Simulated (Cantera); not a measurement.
**Diamond growth**

A diamond (100) surface in a fixed gas of H2 with x(CH4) = 0.015, x(H) = 0.00023, at 1150 K, 0.0110 bar; coverages are run to steady state.

Computed with Cantera and the Harris–Goodwin 1993 mechanism for the reconstructed diamond (100) surface.

| x(CH3) | growth (µm/h) | θ c6HH | θ c6H* | θ c6*H | θ c6** | θ c6HM |
|---|---|---|---|---|---|---|
| 1e-06 | 0.000309 | 0.541 | 0.0295 | 0.419 | 0.0107 | 9.32e-6 |
| 2.3e-06 | 0.000711 | 0.541 | 0.0295 | 0.419 | 0.0107 | 2.14e-5 |
| 5.3e-06 | 0.00164 | 0.541 | 0.0295 | 0.419 | 0.0107 | 4.94e-5 |
| 1.2e-05 | 0.00369 | 0.541 | 0.0295 | 0.418 | 0.0107 | 0.000112 |
| 2.8e-05 | 0.00855 | 0.541 | 0.0295 | 0.418 | 0.0106 | 0.000260 |
| 6.5e-05 | 0.0195 | 0.540 | 0.0295 | 0.418 | 0.0104 | 0.000600 |
| 0.00015 | 0.0435 | 0.539 | 0.0294 | 0.417 | 0.00995 | 0.00137 |
| 0.00035 | 0.0938 | 0.537 | 0.0292 | 0.414 | 0.00905 | 0.00312 |
| 0.0008 | 0.184 | 0.532 | 0.0289 | 0.410 | 0.00752 | 0.00683 |
θ: site fractions in the mechanism's names (c6HH fully hydrogenated, c6H* and c6*H radical sites, c6** diradical, c6HM methylated).
